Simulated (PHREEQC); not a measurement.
0.73 g of hydrous ferric oxide (600 m²/g; 0.2 weak and 0.005 strong sites per Fe, Dzombak-Morel constants, diffuse double layer) in 1 kg of water with 0.01 mol/kgw of an inert sodium salt and 3.7e-05 mol/kgw NaH2PO4, at 25 °C; the pH is set by adding NaOH or the inert anion's acid. Oxygen alone is held at its pressure in air (log pO2 = -0.68). CO2 from the air is kept out. Nothing may precipitate in this run.

The series has 13 steps of pH, from 4 to 10.

The numbers come from PHREEQC with the ion-association model, wateq4f.dat.

**Question.** Near which pH is half of the P sorbed, and on which side is more sorbed?

**Answer.** Near pH 9.4, with more sorbed at lower pH.

Species that the database lacks are ignored. H3PO4, which wateq4f.dat lacks, is added to it with the constant of phreeqc.dat.
